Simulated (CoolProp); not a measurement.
Model: reference Helmholtz-energy equation of state, de Reuck 1993, in CoolProp.

Q: For methanol, give the phase and the speed of sound (m/s), Joule-Thomson coefficient (K/MPa) at 536.2 K and 13 kPa; 536.2 K and 28 kPa; 536.2 K and 88.5 kPa.

A: 
- 536.2 K and 13 kPa: gas; speed of sound 401, Joule-Thomson coefficient 8.75
- 536.2 K and 28 kPa: gas; speed of sound 400, Joule-Thomson coefficient 8.76
- 536.2 K and 88.5 kPa: gas; speed of sound 400, Joule-Thomson coefficient 8.78
